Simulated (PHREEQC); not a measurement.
Consider water at 25 °C with 0.0045 mol Ca(NO3)2 per kg of water. Closed to the air; pH follows from the charge balance.

Computed with PHREEQC (ion-association model, phreeqc.dat).

This is a speciation only: nothing precipitates in the calculation.

Predict the specific conductance.

specific conductance 1050 µS/cm.
